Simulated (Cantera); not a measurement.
Input: 1 mol Si₃N₄, 0.47 mol CO₂, 9.2 mol H₂, at 10.0 mbar.

Method: chemical equilibrium by Gibbs-energy minimisation in Cantera with the NASA 1993 tables (ideal gas, pure condensed phases). Candidate condensed phases: C, C₆H₆, C₇H₈, C₈H₁₈, H₂O, Si, SiC, SiO₂, Si₂N₂O, Si₃N₄; 151 gas species. Mutual solubility and eutectic melting of coexisting phases are not modelled. Kinetics and transport are ignored.

Task: At 1448 K, list the 5 most abundant gas species with their mole fractions, and the condensed phases.

Result: H₂ 0.936, N₂ 0.0637, H 8.92e-5, CO 2.02e-5, HCN 1.20e-5. Condensed: SiC(s) + Si₂N₂O(s) + Si₃N₄(s).
